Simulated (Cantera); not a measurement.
Input (Python, Cantera):

```python
import numpy as np
import cantera as ct

gas = ct.Solution("gri30.yaml")
gas.TPX = 1475, 28000, {'CO': 1, 'H2': 0.069, 'CH4': 0.24, 'O2': 0.922, 'N2': 10.1}
reactor = ct.IdealGasReactor(gas, energy="on", clone=False)
net = ct.ReactorNet([reactor])
net.rtol, net.atol = 1e-08, 1e-16
show = ['CO', 'H2', 'CH4', 'C2H2', 'C2H6', 'C2H']
times = np.geomspace(8e-06, 4, 13)

steps = ct.SolutionArray(gas, extra=["t"])
rows = []
print(f"{'t/s':>10s}{'T/K':>9s}{'P/Pa':>11s}" + "".join(f"{s:>11s}" for s in show))
for t in times:
    while net.time < t:
        t_next = net.step()
        steps.append(gas.state, t=t_next)
    rows.append([np.interp(t, steps.t, y) for y in (steps.T, steps.P, *steps(*show).X.T)])
    print(f"{t:10.3e}{rows[-1][0]:9.1f}{rows[-1][1]:11.4g}" + "".join(f"{x:11.3e}" for x in rows[-1][2:]))
rate = np.gradient(steps.T, steps.t)
print("integrator steps:", len(steps.t))
if steps.T.max() > steps.T[0] + 200:
    print(f"time of steepest temperature rise: {steps.t[rate.argmax()]:.4e} s")
gas.TPX = 1475, 28000, {'CO': 1, 'H2': 0.069, 'CH4': 0.24, 'O2': 0.922, 'N2': 10.1}
gas.equilibrate("UV")
print(f"equilibrium (UV): T = {gas.T:.1f} K  " + "  ".join(f"{s} {gas[s].X[0]:.3e}" for s in show))
```

It prints:

```
       t/s      T/K       P/Pa         CO         H2        CH4       C2H2       C2H6        C2H
 8.000e-06   1475.0    2.8e+04  8.110e-02  5.596e-03  1.946e-02  6.235e-19  7.421e-15  3.147e-27
 2.388e-05   1475.0    2.8e+04  8.110e-02  5.596e-03  1.946e-02  1.080e-17  5.841e-13  1.581e-25
 7.127e-05   1475.0    2.8e+04  8.110e-02  5.596e-03  1.946e-02  6.966e-16  4.393e-11  1.910e-23
 2.127e-04   1475.0    2.8e+04  8.109e-02  5.595e-03  1.946e-02  1.394e-13  2.864e-09  8.507e-21
 6.350e-04   1475.1    2.8e+04  8.109e-02  5.591e-03  1.942e-02  6.261e-11  3.744e-07  2.092e-17
 1.895e-03   1539.3  2.929e+04  8.237e-02  8.421e-03  1.254e-02  2.421e-05  2.624e-04  2.895e-09
 5.657e-03   2252.1  4.225e+04  4.372e-02  4.767e-03  8.264e-18  5.347e-21  5.769e-33  2.196e-22
 1.688e-02   2425.9  4.503e+04  3.368e-02  3.193e-03  1.354e-17  2.016e-20  2.811e-33  7.178e-22
 5.040e-02   2439.2  4.523e+04  3.260e-02  3.061e-03  1.663e-17  2.452e-20  3.131e-33  8.003e-22
 1.504e-01   2436.8  4.519e+04  3.271e-02  3.081e-03  1.707e-17  2.486e-20  3.271e-33  7.964e-22
 4.490e-01   2436.7  4.519e+04  3.271e-02  3.082e-03  1.708e-17  2.487e-20  3.275e-33  7.963e-22
 1.340e+00   2436.7  4.519e+04  3.271e-02  3.082e-03  1.708e-17  2.487e-20  3.275e-33  7.963e-22
 4.000e+00   2436.7  4.519e+04  3.271e-02  3.082e-03  1.708e-17  2.487e-20  3.275e-33  7.963e-22
integrator steps: 1692
time of steepest temperature rise: 2.0208e-03 s
equilibrium (UV): T = 2436.7 K  CO 3.271e-02  H2 3.082e-03  CH4 2.306e-17  C2H2 2.651e-20  C2H6 5.284e-33  C2H 8.439e-22
```

Model: GRI-Mech 3.0 (53 species, 325 reactions), integrated in Cantera.
